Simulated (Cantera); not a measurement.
A perfectly stirred reactor is fed with CO : H₂ : O₂ : N₂ = 1 : 0.056 : 0.8 : 3.01 (molar parts), at 1950 Torr; it is adiabatic with a 650 K inlet, and is followed from long to short residence time, starting on the burning branch (τ in s: 0.055, 0.024, 0.011, 0.0049, 0.0022, 0.00099, 0.00045, 0.0002, 9e-05, 4e-05).

Cantera simulation using GRI-Mech 3.0 (53 species, 325 reactions); the numbers are that mechanism's predictions, not measurements. The hydrogen kinetics of GRI-Mech 3.0 are dated; newer H2 mechanisms differ, most at raised pressure.

One state of this run: T (K) = 2268; x CO = 0.0113; x H₂ = 0.000106; x O₂ = 0.0653; x H₂O = 0.0117; x H = 0.000111; x O = 0.00138. x: mole fraction; the columns are a selection and need not sum to one.

Which value of τ (s) does it belong to?
(A) 0.00020
(B) 0.024
(C) 0.00045
(D) 0.011

B, 0.024
